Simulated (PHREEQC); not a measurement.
**Reverse-osmosis reject (model solution)**

Model water analysis in mg/L, 5 °C, pH 8.01, pe 12.1:

| constituent | mg/L |
|---|---|
| Na | 2290 |
| K | 2.97 |
| Ca | 697 |
| Mg | 78.7 |
| Cl | 4630 |
| S(6) as SO4 | 691 |
| Alkalinity as HCO3 | 13.2 |
| Br | 64.2 |
| Li | 3.02 |

Cl is adjusted to close the charge balance.
Valence states are taken as typed.

Equilibrium calculation in PHREEQC: ion-association model, phreeqc.dat.

Precipitation was switched off in this run.

Predict the specific conductance, density.

specific conductance 8160 µS/cm; density 1.007 g/cm³.

In which forms is C present?

HCO3- 88 %, CaHCO3+ 3.9 %, NaHCO3 3.1 %, CO2 2.1 %, CaCO3 1.4 %, MgHCO3+ 1.1 % of the C.

Complexes and solids missing from the database can't appear. Away from 25 °C the constants follow the database's enthalpies or fits; those with neither stay at their 25 °C values.
